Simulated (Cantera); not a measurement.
Cantera run:

```python
import numpy as np
import cantera as ct

gas_names = """
    CL CLO CL2 O O2 O3 Ti TiCL TiCL2 TiCL3 TiCL4 TiO TiOCL TiOCL2 TiO2
""".split()
cond_names = """
    Ti(a) Ti(b) Ti(L) TiCL2(s) TiCL3(s) TiCL4(L) TiO(a) TiO(b) TiO(L) TiO2(ru) TiO2(L) Ti2O3(a) Ti2O3(b)
    Ti2O3(L) Ti3O5(a) Ti3O5(b) Ti3O5(L) Ti4O7(s) Ti4O7(L)
""".split()


def load(file, names, dense=False):
    # The tables refer to 1 bar. Condensed volumes are neglected.
    table = {s.name: s for s in ct.Species.list_from_file(file)}
    out = []
    for n in names:
        d = dict(table[n].input_data)
        d["thermo"] = dict(d["thermo"], **{"reference-pressure": 1e5})
        if dense:
            d["equation-of-state"] = {"model": "constant-volume", "density": "1e6 g/cm^3"}
        out.append(ct.Species.from_dict(d))
    return out


gas = ct.Solution(thermo="ideal-gas", species=load("nasa_gas.yaml", gas_names))
cond = {s.name: ct.Solution(thermo="fixed-stoichiometry", species=[s], name=s.name)
        for s in load("nasa_condensed.yaml", cond_names, dense=True)}
atoms = {
    'TiCl4': {'Ti': 1, 'CL': 4},
    'O2': {'O': 2},
}
top_T = {'TiCL2(s)': 1300, 'TiCL3(s)': 1000}  # K; cautious upper limits of use, not melting points


def equilibrate(T, P, feed):
    n = {}
    for name, mol in feed.items():
        for a, k in atoms[name].items():
            n[a] = n.get(a, 0.0) + k * mol
    gas.TPX = T, P, n
    mass = sum(n.values()) * gas.mean_molecular_weight
    gas.equilibrate("TP")
    valid = [c for c in cond.values() if c.min_temp <= T <= top_T.get(c.name, c.max_temp)]
    mix = ct.Mixture([(gas, mass / gas.mean_molecular_weight)] + [(c, 0.0) for c in valid])
    mix.T, mix.P = T, P
    mix.equilibrate("TP", solver="vcs", rtol=1e-11, max_steps=5000)
    return mix


results = []
feed = {'TiCl4': 1, 'O2': 0.36}  # mol
P = 1333.22  # Pa
for T in [723, 873, 1023, 1173, 1323, 1473, 1623, 1773, 1923, 2073, 2223]:
    mix = equilibrate(T, P, feed)
    results.append((T, P, feed, dict(zip(mix.species_names, mix.species_moles))))
    x = sorted(zip(gas.X, gas.species_names), reverse=True)
    print(f"T = {T:g} K  P = {P:g} Pa  gas = {mix.phase_moles(0):.4g} mol")
    print("   x: " + "  ".join(f"{s} {v:.3e}" for v, s in x if v > 0.001))
    print("   condensed (mol): " + ("  ".join(f"{mix.phase(i).name} {mix.phase_moles(i):.4g}"
          for i in range(1, mix.n_phases) if mix.phase_moles(i) > 1e-12) or "none"))
```

Output:

```
T = 723 K  P = 1333.22 Pa  gas = 1.36 mol
   x: CL2 5.294e-01  TiCL4 4.706e-01
   condensed (mol): TiO2(ru) 0.36
T = 873 K  P = 1333.22 Pa  gas = 1.36 mol
   x: CL2 5.292e-01  TiCL4 4.705e-01
   condensed (mol): TiO2(ru) 0.36
T = 1023 K  P = 1333.22 Pa  gas = 1.362 mol
   x: CL2 5.268e-01  TiCL4 4.698e-01  CL 3.418e-03
   condensed (mol): TiO2(ru) 0.36
T = 1173 K  P = 1333.22 Pa  gas = 1.375 mol
   x: CL2 5.126e-01  TiCL4 4.654e-01  CL 2.197e-02
   condensed (mol): TiO2(ru) 0.36
T = 1323 K  P = 1333.22 Pa  gas = 1.424 mol
   x: CL2 4.611e-01  TiCL4 4.496e-01  CL 8.925e-02
   condensed (mol): TiO2(ru) 0.3599
T = 1473 K  P = 1333.22 Pa  gas = 1.551 mol
   x: TiCL4 4.125e-01  CL2 3.413e-01  CL 2.457e-01
   condensed (mol): TiO2(ru) 0.3597
T = 1623 K  P = 1333.22 Pa  gas = 1.769 mol
   x: CL 4.594e-01  TiCL4 3.596e-01  CL2 1.781e-01  TiCL3 2.188e-03
   condensed (mol): TiO2(ru) 0.3593
T = 1773 K  P = 1333.22 Pa  gas = 1.979 mol
   x: CL 6.107e-01  TiCL4 3.097e-01  CL2 6.446e-02  TiCL3 1.240e-02  TiOCL2 2.643e-03
   condensed (mol): TiO2(ru) 0.3572
T = 1923 K  P = 1333.22 Pa  gas = 2.163 mol
   x: CL 6.777e-01  TiCL4 2.370e-01  TiCL3 5.334e-02  CL2 2.074e-02  TiOCL2 1.100e-02
   condensed (mol): TiO2(ru) 0.348
T = 2073 K  P = 1333.22 Pa  gas = 2.453 mol
   x: CL 7.245e-01  TiCL3 1.190e-01  TiCL4 1.183e-01  TiOCL2 2.929e-02  CL2 7.500e-03  TiCL2 1.299e-03
   condensed (mol): TiO2(ru) 0.1912  Ti4O7(L) 0.0379
T = 2223 K  P = 1333.22 Pa  gas = 2.713 mol
   x: CL 7.580e-01  TiCL3 1.517e-01  TiCL4 4.077e-02  TiOCL2 3.747e-02  TiCL2 8.306e-03  CL2 3.027e-03
   condensed (mol): Ti4O7(L) 0.08796
```

Method: chemical equilibrium by Gibbs-energy minimisation in Cantera with the NASA 1993 tables (ideal gas, pure condensed phases). Mutual solubility and eutectic melting of coexisting phases are not modelled. The tables' values for TiCl2, TiOCl are old estimates; treat these amounts as uncertain. Condensed phases not in the tables: Magnéli phases beyond Ti4O7, TiOCl.
